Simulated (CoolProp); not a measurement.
Aqueous methanol as a coolant, at 11 °C, 1 atm.

Model: Melinder's fits for secondary coolants, in CoolProp.

```json
[
 {"mass %": "4.4", "freezing point (°C)": "-2.6", "Prandtl number": "11.1", "conductivity (W/(m K))": "0.556", "cp (kJ/(kg K))": "4.234", "density (kg/m³)": "991.8"},
 {"mass %": "9", "freezing point (°C)": "-5.8", "Prandtl number": "13.3", "conductivity (W/(m K))": "0.531", "cp (kJ/(kg K))": "4.224", "density (kg/m³)": "984.8"},
 {"mass %": "13.6", "freezing point (°C)": "-9.4", "Prandtl number": "15.5", "conductivity (W/(m K))": "0.507", "cp (kJ/(kg K))": "4.182", "density (kg/m³)": "978.3"},
 {"mass %": "18.2", "freezing point (°C)": "-13.4", "Prandtl number": "17.7", "conductivity (W/(m K))": "0.483", "cp (kJ/(kg K))": "4.123", "density (kg/m³)": "972.1"},
 {"mass %": "22.9", "freezing point (°C)": "-17.9", "Prandtl number": "19.7", "conductivity (W/(m K))": "0.459", "cp (kJ/(kg K))": "4.055", "density (kg/m³)": "965.8"},
 {"mass %": "27.5", "freezing point (°C)": "-22.8", "Prandtl number": "21.5", "conductivity (W/(m K))": "___", "cp (kJ/(kg K))": "3.984", "density (kg/m³)": "959.3"},
 {"mass %": "32.1", "freezing point (°C)": "-28.2", "Prandtl number": "22.8", "conductivity (W/(m K))": "0.416", "cp (kJ/(kg K))": "3.909", "density (kg/m³)": "952.5"},
 {"mass %": "36.7", "freezing point (°C)": "-34.1", "Prandtl number": "23.8", "conductivity (W/(m K))": "0.395", "cp (kJ/(kg K))": "3.828", "density (kg/m³)": "945.2"},
 {"mass %": "41.4", "freezing point (°C)": "-40.7", "Prandtl number": "24.2", "conductivity (W/(m K))": "0.375", "cp (kJ/(kg K))": "3.737", "density (kg/m³)": "___"},
 {"mass %": "46", "freezing point (°C)": "-47.8", "Prandtl number": "24.2", "conductivity (W/(m K))": "0.357", "cp (kJ/(kg K))": "3.637", "density (kg/m³)": "___"},
 {"mass %": "50.6", "freezing point (°C)": "-55.5", "Prandtl number": "23.7", "conductivity (W/(m K))": "___", "cp (kJ/(kg K))": "3.529", "density (kg/m³)": "920.4"}
]
```

Problem. Some entries are withheld; supply them.

Solution. 
- 27.5, conductivity (W/(m K)): 0.437
- 41.4, density (kg/m³): 937.3
- 46, density (kg/m³): 929.1
- 50.6, conductivity (W/(m K)): 0.341
